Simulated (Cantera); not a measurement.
What does this Cantera script print?

```python
import numpy as np
import cantera as ct

gas_names = """
    H H2 Si SiH SiH2 SiH3 SiH4 Si2 Si3
""".split()
cond_names = """
    Si(cr) Si(L)
""".split()


# ... load() reads the species with a 1 bar reference pressure and builds the phases ...
atoms = {
    'Si': {'Si': 1},
    'H2': {'H': 2},
}
top_T = {}  # K; cautious upper limits of use, not melting points


# ... equilibrate(T, P, feed) seeds the gas with the atoms and calls Mixture.equilibrate('TP', solver="vcs", rtol=1e-11, max_steps=5000) ...
results = []
feed = {'Si': 1, 'H2': 1.4}  # mol
P = 13332.2  # Pa
for T in [698, 848, 998, 1148, 1298, 1448, 1598, 1748]:
    mix = equilibrate(T, P, feed)
    results.append((T, P, feed, dict(zip(mix.species_names, mix.species_moles))))
    x = sorted(zip(gas.X, gas.species_names), reverse=True)
    print(f"T = {T:g} K  P = {P:g} Pa  gas = {mix.phase_moles(0):.4g} mol")
    print("   x: " + "  ".join(f"{s} {v:.3e}" for v, s in x if v > 0.0001))
    print("   condensed (mol): " + ("  ".join(f"{mix.phase(i).name} {mix.phase_moles(i):.4g}"
          for i in range(1, mix.n_phases) if mix.phase_moles(i) > 1e-12) or "none"))
```

Output:

```
T = 698 K  P = 13332.2 Pa  gas = 1.4 mol
   x: H2 1.000e+00
   condensed (mol): Si(cr) 1
T = 848 K  P = 13332.2 Pa  gas = 1.4 mol
   x: H2 1.000e+00
   condensed (mol): Si(cr) 1
T = 998 K  P = 13332.2 Pa  gas = 1.4 mol
   x: H2 1.000e+00
   condensed (mol): Si(cr) 1
T = 1148 K  P = 13332.2 Pa  gas = 1.4 mol
   x: H2 1.000e+00
   condensed (mol): Si(cr) 1
T = 1298 K  P = 13332.2 Pa  gas = 1.4 mol
   x: H2 1.000e+00
   condensed (mol): Si(cr) 1
T = 1448 K  P = 13332.2 Pa  gas = 1.4 mol
   x: H2 1.000e+00
   condensed (mol): Si(cr) 1
T = 1598 K  P = 13332.2 Pa  gas = 1.4 mol
   x: H2 9.998e-01  H 1.458e-04
   condensed (mol): Si(cr) 1
T = 1748 K  P = 13332.2 Pa  gas = 1.4 mol
   x: H2 9.993e-01  H 6.255e-04
   condensed (mol): Si(L) 0.9999
```

Cantera equilibrium calculation (NASA polynomials, part measured and part estimated; ideal gas, pure solids and liquids). Gases not in the tables: Si2H6 and higher silanes.
